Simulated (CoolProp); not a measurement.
Tetradecamethylhexasiloxane (MD4M) along the isobar 1.22 MPa: fugacity coefficient from the reference equation and from simpler models built on Tc = 380.0 °C, pc = 0.8286 MPa, ω = 0.800; each cubic takes its own stable root.

The numbers come from the reference Helmholtz-energy equation of state, Thol 2019 in CoolProp.

| T (°C) | phase | reference |
|---|---|---|
| -10.65 | liquid | 8.086e-9 |
| 2.55 | liquid | 5.186e-8 |
| 15.85 | liquid | 2.714e-7 |
| 29.05 | liquid | 1.166e-6 |
| 42.25 | liquid | 4.280e-6 |
| 55.55 | liquid | 1.381e-5 |
| 68.75 | liquid | 3.920e-5 |
| 81.95 | liquid | 0.0001003 |
| 95.25 | liquid | 0.0002356 |
| 108.45 | liquid | 0.0005071 |
| 121.65 | liquid | 0.001016 |
| 134.95 | liquid | 0.001920 |
| 148.15 | liquid | 0.003411 |

**Question.** How far does each simpler model (van der Waals, Redlich-Kwong) lie from the reference over these 13 states: mean and median of the absolute difference, and the worst?

**Answer.** 
- van der Waals: mean 7661080.2 %, median 94211.2 %, worst +75513132.7 % at -10.65 °C and 1.22 MPa
- Redlich-Kwong: mean 97223.8 %, median 9479.1 %, worst +731658.6 % at -10.65 °C and 1.22 MPa
